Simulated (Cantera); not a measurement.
Charge: 1 mol SiH₂Cl₂, 55 mol N₂, at 752 °C and 0.500 bar.

These are equilibrium values from Cantera (NASA tables, ideal gas, pure condensed phases), not measurements of a reactor. Candidate condensed phases: NH₄Cl, Si, Si₃N₄; 28 gas species. N₂ is the only nitrogen source here; it is nearly inert below about 1500 K, so the nitride shown seldom forms there in practice. The numbers say what is thermodynamically allowed, not how fast it happens.

Base state: N₂ 0.967, HCl 0.0246, H₂ 0.00546, SiCl₄ 0.00273 (mole fractions); condensed: Si₃N₄(s).

**Question.** What changes in the equilibrium state with this change: N₂ from 55 to 1.4 mol?

**Answer.** 
```tsv
species	before	after
N₂	0.967	0.350
HCl	0.0246	0.327
H₂	0.00546	0.215
SiCl₄	0.00273	0.107
NH₃	9.82e-8	1.46e-5
SiHCl₃	5.20e-6	0.000608
SiCl₃	2.37e-6	4.41e-5
Si₃N₄(s), mol	0.282	0.238
```
The tables' values for SiCl₃ are old estimates; treat these amounts as uncertain.
